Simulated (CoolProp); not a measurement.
Vapour-liquid equilibrium of ethane (1) + n-perfluorobutane (2) at 382 kPa; x and y are mole fractions of (1).

Model: multi-fluid Helmholtz-energy mixture model, Bücker 2006 and Gao 2022; pair parameters Bell 2016, in CoolProp.

```
x     bubble temperature (°C)  y at the bubble point  dew temperature at overall composition x (°C)  liquid density (mol/L)
----  -----------------------  ---------------------  ---------------------------------------------  ----------------------
0.05                     14.4                  0.500                                           34.8                   6.632
0.2                     -33.1                  0.940                                           28.9                   8.067
0.35                    -47.5                  0.976                                           22.2                   9.169
0.5                     -51.7                  0.983                                           14.4                   10.29
0.65                    -53.5                  0.986                                            4.7                   11.64
0.8                     -55.5                  0.990                                           -9.0                   13.39
0.95                    -58.5                  0.997                                          -36.2                   15.80
```

No azeotrope shows between x = 0.05 and 0.95.

The pair parameters rest on a limited set of measurements; away from them the model extrapolates. With so large a gap from Raoult's law the liquid may split in two, which this calculation doesn't test in full.
